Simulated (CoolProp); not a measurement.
Toluene at several states: fugacity coefficient from the reference equation and from simpler models built on Tc = 591.7 K, pc = 4.126 MPa, ω = 0.266; each cubic takes its own stable root.

The numbers come from the reference Helmholtz-energy equation of state, Lemmon 2006 in CoolProp. It is a short technical equation, of lower accuracy than the large ones.

```csv
T (K),p (MPa),phase,reference,van der Waals,Soave-Redlich-Kwong,Peng-Robinson
308.6,0.747,liquid,0.008762,0.2017,0.008532,0.009040
356.5,0.242,liquid,0.1775,0.9440,0.1753,0.1788
366.6,2.58,liquid,0.02514,0.1734,0.02519,0.02525
272.8,1.53,liquid,0.0006202,0.04621,0.0006054,0.0006711
565.7,2.48,gas,0.7503,0.8013,0.7676,0.7500
```

At some of these states van der Waals gives the other phase, because its saturation line lies elsewhere.
